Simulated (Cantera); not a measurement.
What does this Cantera script print?

```python
import numpy as np
import cantera as ct

gas_names = [...]  # 136 gases of nasa_gas.yaml made of C, H, N, O
cond_names = """
    C(gr) C6H6(L) C7H8(L) C8H18(L),n-octa H2O(s) H2O(L)
""".split()


# ... load() reads the species with a 1 bar reference pressure and builds the phases ...
atoms = {
    'C': {'C': 1},
    'H2O': {'H': 2, 'O': 1},
    'N2': {'N': 2},
}
top_T = {'C(gr)': 4500}  # K; cautious upper limits of use, not melting points


# ... equilibrate(T, P, feed) seeds the gas with the atoms and calls Mixture.equilibrate('TP', solver="vcs", rtol=1e-11, max_steps=5000) ...
results = []
feed = {'C': 1, 'H2O': 0.65, 'N2': 0.83}  # mol
P = 63000  # Pa
for T in [848, 1048, 1248, 1448, 1648, 1848, 2048, 2248, 2448, 2648]:
    mix = equilibrate(T, P, feed)
    results.append((T, P, feed, dict(zip(mix.species_names, mix.species_moles))))

top = {s: max(r[3][s] / sum(r[3][g] for g in gas_names) for r in results) for s in gas_names}
cols = sorted((s for s in top if top[s] > 0.001), key=lambda s: -top[s])[:8]
seen = [c for c in cond_names if any(r[3].get(c, 0) > 1e-12 for r in results)]
print("log10 of partial pressures in bar; condensed amounts in mol")
print(f"{'T/K':>10s}" + "".join(f"{s[:9]:>10s}" for s in cols + seen))
for T, P, feed, n in results:
    ng = sum(n[g] for g in gas_names)
    print(f"{T:10.4g}" + "".join(f"{np.log10(max(n[s] / ng * P / 1e5, 1e-99)):10.3f}" for s in cols)
          + "".join(f"{n.get(c, 0):10.4g}" for c in seen))
```

Result:

```
log10 of partial pressures in bar; condensed amounts in mol
       T/K        N2        CO        H2       CO2       H2O       HCN         H       CH4     C(gr)
       848    -0.527    -1.283    -0.830    -1.208    -1.245    -7.213   -11.136    -1.854    0.6425
      1048    -0.600    -0.752    -0.729    -2.159    -2.210    -5.631    -8.477    -2.692    0.3866
      1248    -0.609    -0.718    -0.718    -3.442    -3.250    -4.569    -6.690    -3.390    0.3517
      1448    -0.610    -0.716    -0.717    -4.404    -4.029    -3.804    -5.394    -3.911    0.3495
      1648    -0.610    -0.716    -0.717    -5.124    -4.620    -3.228    -4.409    -4.307    0.3478
      1848    -0.612    -0.716    -0.719    -5.681    -5.080    -2.778    -3.635    -4.619    0.3437
      2048    -0.614    -0.716    -0.723    -6.122    -5.451    -2.420    -3.011    -4.872    0.3349
      2248    -0.618    -0.717    -0.732    -6.480    -5.759    -2.130    -2.500    -5.087    0.3185
      2448    -0.626    -0.719    -0.749    -6.777    -6.025    -1.895    -2.076    -5.285     0.291
      2648    -0.637    -0.723    -0.781    -7.029    -6.268    -1.708    -1.723    -5.484    0.2498
```

Method: chemical equilibrium by Gibbs-energy minimisation in Cantera with the NASA 1993 tables (ideal gas, pure condensed phases).
